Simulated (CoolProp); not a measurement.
A simple Rankine cycle with R22: condensing at 312.15 K, boiler at 3.49 MPa, turbine inlet 390.7 K, turbine efficiency 0.7, pump efficiency 0.6, no recuperator. Each further row changes one setting.

Model: reference Helmholtz-energy equation of state, Kamei 1995, in CoolProp.

```
case                             thermal efficiency (%)  net work (kJ/kg)  heat in (kJ/kg)  turbine exit temperature (K)  volume ratio over the turbine
-------------------------------  ----------------------  ----------------  ---------------  ----------------------------  -----------------------------
as stated                                           6.5              13.8              213                         347.1                           2.32
turbine inlet 410.7 K                               6.7              15.6              233                         368.7                           2.28
condensing temperature 304.15 K                     7.8              17.3              223                         338.3                           2.81
boiler pressure 2.44 MPa                            4.1              9.30              226                         367.5                           1.61
turbine efficiency 0.6                              5.4              11.4              213                         350.0                           2.35
```
